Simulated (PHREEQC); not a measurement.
Consider water at 73 °C with 0.039 mol/kgw NaOH, 0.0025 mol/kgw BaCl2 and 0.0055 mol/kgw LiCl. Closed to the air; pH follows from the charge balance.

All values are PHREEQC results (ion-association model, phreeqc.dat), not measurements.

| quantity | before | after |
|---|---|---|
| pH | 11.22 | 12.18 |
| BaOH+ (mol/kgw) | 7.14e-6 | 6.65e-5 |
| SI of Halite (NaCl) | -5.18 | -5.14 |

**Question.** What was changed between the two runs?
(A) temperature from 73 to 35 °C
(B) LiCl from 0.0055 to 0.0011 mol/kgw
(C) LiCl from 0.0055 to 0.00825 mol/kgw
(D) 0.0012 mol/kgw NH3 added

**Answer.** A, temperature from 73 to 35 °C

Precipitation was switched off in this run. At this temperature some constants are extrapolated from 25 °C, and those without enthalpy data are left unchanged.
